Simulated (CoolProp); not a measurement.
R236FA along the isotherm 43.85 °C: density (kg/m³) from the reference equation and from simpler models built on Tc = 124.9 °C, pc = 3191 kPa, ω = 0.377; each cubic takes its own stable root.

Computed with CoolProp (reference Helmholtz-energy equation of state, Pan 2012).

| p (kPa) | phase | reference | Redlich-Kwong | Peng-Robinson |
|---|---|---|---|---|
| 160 | gas | 9.628 | 9.547 | 9.613 |
| 319 | gas | 20.14 | 19.75 | 20.05 |
| 479 | gas | 32.00 | 30.91 | 31.68 |
| 638 | liquid | 1293 | 43.11 | 1309 |
| 798 | liquid | (withheld) | 1074 | 1310 |
| 957 | liquid | 1295 | 1077 | (withheld) |
| 1120 | liquid | 1297 | (withheld) | 1314 |
| 1280 | liquid | 1298 | 1083 | 1316 |
| 1440 | liquid | 1299 | (withheld) | 1318 |
| 1600 | liquid | 1300 | (withheld) | 1319 |

Task: Complete the blanks.

Result: 
- 798, reference: 1294
- 957, Peng-Robinson: 1312
- 1120, Redlich-Kwong: 1080
- 1440, Redlich-Kwong: 1085
- 1600, Redlich-Kwong: 1088

At some of these states Redlich-Kwong gives the other phase, because its saturation line lies elsewhere.
